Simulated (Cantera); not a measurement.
# Thermodynamics of iron carbonyl, mercury and lead vapours, feed Hg + O2 + N2

Feed: 1 mol Hg, 0.12 mol O2, 0.65 mol N2, at 1550 K and 1.33 mbar.

These are equilibrium values from Cantera (NASA tables, ideal gas, pure condensed phases), not measurements of a reactor. Candidate condensed phases: Hg, HgO; 10 gas species. Kinetics and transport are ignored.

```
Item                                  Value
--------------------------------  ---------
x(Hg)                                 0.565
x(N2)                                 0.367
x(O2)                                0.0675
x(NO)                              0.000600
x(O)                                5.57e-5
gas amount                        1.770 mol
log10 activity of Hg(l) (absent)      -5.92
```
